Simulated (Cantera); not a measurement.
Charge: 1 mol B2H6, a varied amount of O2, at 1648 K and 7.50 Torr.

Cantera equilibrium calculation (NASA polynomials, part measured and part estimated; ideal gas, pure solids and liquids). Candidate condensed phases: B, B2O3, B3O3H3, H2O; 23 gas species. The feed counts by its element totals alone. Mutual solubility and eutectic melting of coexisting phases are not modelled. Gases not in the tables: H3BO3. Equilibrium is a limit: real reactors are often held back by kinetics, nucleation or transport.

Problem. Which condensed phases are stable at each of these points (n(O2) (mol)): 0.44, 0.51, 0.61, 0.71, 0.84, 0.99, 1.2, 1.4, 1.6, 1.9, 2.2, 2.6, 3.1?

Solution. 
```
n(O2) (mol)  condensed phases  B condensed (%)
-----------  ----------------  ---------------
0.44                     B(s)             58.4
0.51                     B(s)             52.0
0.61                     B(s)             42.9
0.71                     B(s)             33.9
0.84                     B(s)             22.3
0.99           B(s) + B2O3(l)             13.6
1.2                   B2O3(l)             25.6
1.4                   B2O3(l)             65.4
1.6                   B2O3(l)             71.5
1.9                   B2O3(l)             42.9
2.2                   B2O3(l)             20.7
2.6                  gas only              0.0
3.1                  gas only              0.0
```

From 0.44 mol O2 to 0.84 mol O2 the condensed part is B(s). At 0.99 mol O2 the condensed part is B(s) + B2O3(l). From 1.2 mol O2 to 2.2 mol O2 the condensed part is B2O3(l). From 2.6 mol O2 to 3.1 mol O2 nothing is condensed.
